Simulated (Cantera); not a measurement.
A closed system holds: 1 mol SiCl4, 1.9 mol H2, at 400 °C and 1 atm.

Method: chemical equilibrium by Gibbs-energy minimisation in Cantera with the NASA 1993 tables (ideal gas, pure condensed phases). Candidate condensed phases: Si; 19 gas species. Equilibrium is a limit: real reactors are often held back by kinetics, nucleation or transport.

Base state: H2 0.650, SiCl4 0.340, HCl 0.00529, SiHCl3 0.00528 (mole fractions); condensed: gas only.

What changes in the equilibrium state with this change: 0.092 mol Cl2 added?


```csv
species,before,after
H2,0.650,0.604
SiCl4,0.340,0.334
HCl,0.00529,0.0619
SiHCl3,0.00528,0.000413
```

What changes in the equilibrium state with this change: temperature from 400 °C to 450 °C?


| species | before | after |
|---|---|---|
| H2 | 0.650 | 0.647 |
| SiCl4 | 0.340 | 0.337 |
| HCl | 0.00529 | 0.00809 |
| SiH2Cl2 | 5.07e-6 | 1.34e-5 |
| SiHCl3 | 0.00528 | 0.00807 |
